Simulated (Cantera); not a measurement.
Input (Python, Cantera) and output of one run.

```python
import numpy as np
import cantera as ct

gas_names = """
    B BN BO BO2 B2 B2O B2O2 B2O3 N NO NO2 NO3 N2 N2O O O2 O3
""".split()
cond_names = """
    B(b) B(L) BN(s) B2O3(L)
""".split()


# ... load() reads the species with a 1 bar reference pressure and builds the phases ...
atoms = {
    'BN': {'B': 1, 'N': 1},
    'O2': {'O': 2},
}
top_T = {'BN(s)': 3200}  # K; cautious upper limits of use, not melting points


# ... equilibrate(T, P, feed) seeds the gas with the atoms and calls Mixture.equilibrate('TP', solver="vcs", rtol=1e-11, max_steps=5000) ...
results = []
feed = {'BN': 1, 'O2': 6.4}  # mol
T = 1923.15  # K
for P in [1, 5.2, 27, 140, 720, 3700, 19000, 100000]:
    mix = equilibrate(T, P, feed)
    results.append((T, P, feed, dict(zip(mix.species_names, mix.species_moles))))
    x = sorted(zip(gas.X, gas.species_names), reverse=True)
    print(f"T = {T:g} K  P = {P:g} Pa  gas = {mix.phase_moles(0):.4g} mol")
    print("   x: " + "  ".join(f"{s} {v:.3e}" for v, s in x if v > 1e-06))
    print("   condensed (mol): " + ("  ".join(f"{mix.phase(i).name} {mix.phase_moles(i):.4g}"
          for i in range(1, mix.n_phases) if mix.phase_moles(i) > 1e-12) or "none"))
```

It prints:

```
T = 1923.15 K  P = 1 Pa  gas = 7.146 mol
   x: O2 7.223e-01  O 9.738e-02  BO2 7.470e-02  N2 6.829e-02  B2O3 3.123e-02  NO 3.356e-03  BO 2.771e-03  B2O2 1.083e-06
   condensed (mol): none
T = 1923.15 K  P = 5.2 Pa  gas = 6.91 mol
   x: O2 7.793e-01  N2 7.059e-02  BO2 5.881e-02  O 4.436e-02  B2O3 4.250e-02  NO 3.545e-03  BO 9.210e-04
   condensed (mol): none
T = 1923.15 K  P = 27 Pa  gas = 6.793 mol
   x: O2 8.093e-01  N2 7.179e-02  B2O3 5.176e-02  BO2 4.340e-02  O 1.984e-02  NO 3.643e-03  BO 2.927e-04
   condensed (mol): none
T = 1923.15 K  P = 140 Pa  gas = 6.732 mol
   x: O2 8.254e-01  N2 7.243e-02  B2O3 5.882e-02  BO2 3.081e-02  O 8.798e-03  NO 3.695e-03  BO 9.037e-05
   condensed (mol): none
T = 1923.15 K  P = 720 Pa  gas = 6.699 mol
   x: O2 8.343e-01  N2 7.278e-02  B2O3 6.393e-02  BO2 2.139e-02  O 3.900e-03  NO 3.724e-03  BO 2.751e-05  NO2 1.249e-06
   condensed (mol): none
T = 1923.15 K  P = 3700 Pa  gas = 6.68 mol
   x: O2 8.394e-01  N2 7.298e-02  B2O3 6.753e-02  BO2 1.462e-02  NO 3.740e-03  O 1.726e-03  BO 8.272e-06  NO2 2.853e-06
   condensed (mol): none
T = 1923.15 K  P = 19000 Pa  gas = 6.669 mol
   x: O2 8.425e-01  N2 7.309e-02  B2O3 7.002e-02  BO2 9.900e-03  NO 3.750e-03  O 7.630e-04  NO2 6.494e-06  BO 2.467e-06
   condensed (mol): none
T = 1923.15 K  P = 100000 Pa  gas = 6.272 mol
   x: O2 8.978e-01  N2 7.771e-02  B2O3 1.691e-02  NO 3.992e-03  BO2 3.263e-03  O 3.433e-04  NO2 1.637e-05
   condensed (mol): B2O3(L) 0.3837
```

Equilibrium computed with Cantera from the NASA thermochemical tables; the gas is ideal and each condensed phase is pure.
